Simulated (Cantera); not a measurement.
An isothermal, constant-pressure homogeneous reactor starts with H2 : O2 : N2 = 1.6 : 1 : 0.98 (molar parts), equivalence ratio 0.80, at 948 K and 0.133 bar.

Computed with Cantera and the H2/O2 subset of GRI-Mech 3.0, which has no nitrogen chemistry. Radical loss at walls, strong at low pressure, is not modelled. Below about 950 K walls govern HO2 and H2O2 in real vessels. The temperature is held fixed by assumption; the heat of reaction is taken as removed at once.

x: mole fraction; the columns are a selection and need not sum to one.

```csv
t (s),x H2,x O2,x H,x HO2,x H2O2,x O
1.00e-5,0.447,0.279,2.69e-11,2.76e-11,<1e-12,1.40e-12
5.99e-5,0.447,0.279,2.59e-10,1.92e-10,<1e-12,2.65e-11
0.000359,0.447,0.279,1.41e-7,3.52e-8,4.36e-11,1.56e-8
0.00215,0.0220,0.0820,0.00118,4.92e-5,3.70e-6,0.000365
0.0129,(withheld),0.0753,(withheld),(withheld),(withheld),(withheld)
0.0774,0.00535,0.0744,1.30e-6,2.67e-5,3.77e-5,1.32e-6
0.464,0.00188,0.0728,2.97e-7,1.57e-5,2.01e-5,4.27e-7
2.78,0.000186,0.0720,7.95e-9,2.85e-6,8.12e-7,1.68e-8
16.7,1.57e-5,0.0719,1.33e-10,3.04e-7,1.11e-8,3.04e-10
100,2.25e-7,0.0719,1.14e-12,6.55e-9,5.27e-11,3.85e-12
```

Fill in the missing entries.


- 0.0129, x H2: 0.00727
- 0.0129, x H: 9.13e-6
- 0.0129, x HO2: 3.48e-5
- 0.0129, x H2O2: 1.14e-5
- 0.0129, x O: 8.01e-6
